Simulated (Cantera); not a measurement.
A closed system holds: 1 mol HMDSO, 10 mol O2, 4.5 mol H2, 0.72 mol N2O, at 1327 °C and 0.00140 bar.

Cantera equilibrium calculation (NASA polynomials, part measured and part estimated; ideal gas, pure solids and liquids). Candidate condensed phases: C, C6H6, C7H8, C8H18, H2O, Si, SiC, SiO2, Si2N2O, Si3N4; 151 gas species. The feed counts by its element totals alone. The tables hold silica as quartz up to 1696 K and as liquid above; real silica turns to tridymite and cristobalite and melts near 1996 K. Rates play no part.

Base state: H2O 0.456, H2 0.212, CO 0.173, CO2 0.124, N2 0.0356, H 0.000668, OH 5.64e-5 (mole fractions); condensed: SiO2(β-quartz).

**Question.** What changes in the equilibrium state with this change: H2 from 4.5 to 91 mol?

**Answer.** 
```tsv
species	before	after
H2	0.212	0.828
H2O	0.456	0.108
CO	0.173	0.0538
CO2	0.124	0.00233
N2	0.0356	0.00674
SiO	8.51e-6	0.000141
OH	5.64e-5	6.72e-6
H	0.000668	0.00132
SiO2(β-quartz), mol	2.00	1.98
```
